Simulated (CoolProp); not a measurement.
Saturated liquid density (kg/m³) of CH3F (R41): the reference equation beside estimates from Tc = 317.3 K, pc = 5.906 MPa, ω = 0.200.

Model: reference Helmholtz-energy equation of state, Lemmon 2006, in CoolProp. It is a short technical equation, of lower accuracy than the large ones.

```json
[
 {"T (K)": "240.9", "reference": "774.6", "van der Waals": "411.0", "Redlich-Kwong": "587.9", "Soave-Redlich-Kwong": "608.4", "Peng-Robinson": "690.1"},
 {"T (K)": "243.6", "reference": "767.5", "van der Waals": "407.4", "Redlich-Kwong": "581.3", "Soave-Redlich-Kwong": "602.0", "Peng-Robinson": "682.8"},
 {"T (K)": "246.3", "reference": "760.2", "van der Waals": "403.6", "Redlich-Kwong": "574.5", "Soave-Redlich-Kwong": "595.3", "Peng-Robinson": "675.4"},
 {"T (K)": "249", "reference": "752.8", "van der Waals": "399.8", "Redlich-Kwong": "567.6", "Soave-Redlich-Kwong": "588.5", "Peng-Robinson": "667.7"},
 {"T (K)": "251.7", "reference": "745.3", "van der Waals": "395.8", "Redlich-Kwong": "560.6", "Soave-Redlich-Kwong": "581.5", "Peng-Robinson": "659.8"},
 {"T (K)": "254.3", "reference": "737.9", "van der Waals": "392.0", "Redlich-Kwong": "553.6", "Soave-Redlich-Kwong": "574.6", "Peng-Robinson": "652.0"},
 {"T (K)": "257", "reference": "730.0", "van der Waals": "387.9", "Redlich-Kwong": "546.2", "Soave-Redlich-Kwong": "567.2", "Peng-Robinson": "643.7"},
 {"T (K)": "259.7", "reference": "722.0", "van der Waals": "383.7", "Redlich-Kwong": "538.7", "Soave-Redlich-Kwong": "559.6", "Peng-Robinson": "635.1"},
 {"T (K)": "262.4", "reference": "713.8", "van der Waals": "379.4", "Redlich-Kwong": "530.9", "Soave-Redlich-Kwong": "551.8", "Peng-Robinson": "626.2"},
 {"T (K)": "265", "reference": "705.7", "van der Waals": "375.1", "Redlich-Kwong": "523.3", "Soave-Redlich-Kwong": "544.0", "Peng-Robinson": "617.4"},
 {"T (K)": "267.7", "reference": "697.0", "van der Waals": "370.6", "Redlich-Kwong": "515.1", "Soave-Redlich-Kwong": "535.7", "Peng-Robinson": "607.9"},
 {"T (K)": "270.4", "reference": "688.1", "van der Waals": "365.9", "Redlich-Kwong": "506.7", "Soave-Redlich-Kwong": "527.1", "Peng-Robinson": "598.1"},
 {"T (K)": "273.1", "reference": "678.9", "van der Waals": "361.1", "Redlich-Kwong": "498.0", "Soave-Redlich-Kwong": "518.3", "Peng-Robinson": "587.9"}
]
```

Absolute difference from the reference over all 13 rows, mean and median: van der Waals 46.9 and 46.9 %, Redlich-Kwong 25.3 and 25.2 %, Soave-Redlich-Kwong 22.4 and 22.3 %, Peng-Robinson 12.0 and 11.8 %.
